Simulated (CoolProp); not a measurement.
Saturated liquid density (kg/m³) of n-nonane: the reference equation beside estimates from Tc = 321.4 °C, pc = 22.82 bar, ω = 0.443. Rackett uses Z = 0.29056 − 0.08775 ω.

Computed with CoolProp (reference Helmholtz-energy equation of state, Lemmon 2006). It is a short technical equation, of lower accuracy than the large ones.

| T (°C) | reference | Rackett | van der Waals | Redlich-Kwong | Peng-Robinson |
|---|---|---|---|---|---|
| 33.15 | 707.6 | 722.4 | 384.8 | 570.8 | 669.6 |
| 54.15 | 690.9 | ? | 376.8 | 557.5 | 658.0 |
| 75.15 | 673.9 | 687.6 | 368.4 | 543.2 | 645.2 |
| 96.15 | 656.6 | 669.3 | 359.6 | ? | 631.1 |
| 117.15 | 638.8 | 650.3 | ? | 511.7 | ? |
| 138.15 | 620.4 | 630.4 | 340.3 | 494.2 | 598.2 |
| 159.05 | 601.2 | 609.6 | 329.8 | 475.4 | 579.0 |
| 180.05 | 580.9 | 587.5 | 318.4 | 455.0 | 557.3 |
| 201.05 | 559.1 | 563.8 | 306.0 | 432.8 | 532.6 |
| 222.05 | 535.3 | 538.2 | 292.4 | 408.3 | 504.2 |
| 243.05 | 508.7 | 509.7 | 277.2 | 380.9 | 471.1 |
| 264.05 | 477.8 | 477.2 | 259.8 | 349.6 | 431.4 |
| 285.05 | 439.3 | 437.7 | 238.6 | 312.3 | 381.7 |

**Question.** Fill in the missing entries.

**Answer.** 
- 54.15, Rackett: 705.2
- 96.15, Redlich-Kwong: 528.0
- 117.15, van der Waals: 350.3
- 117.15, Peng-Robinson: 615.5

Absolute difference from the reference over all 13 rows, mean and median: Rackett 1.2 and 1.4 %, van der Waals 45.4 and 45.3 %, Redlich-Kwong 22.1 and 20.9 %, Peng-Robinson 5.7 and 4.7 %.
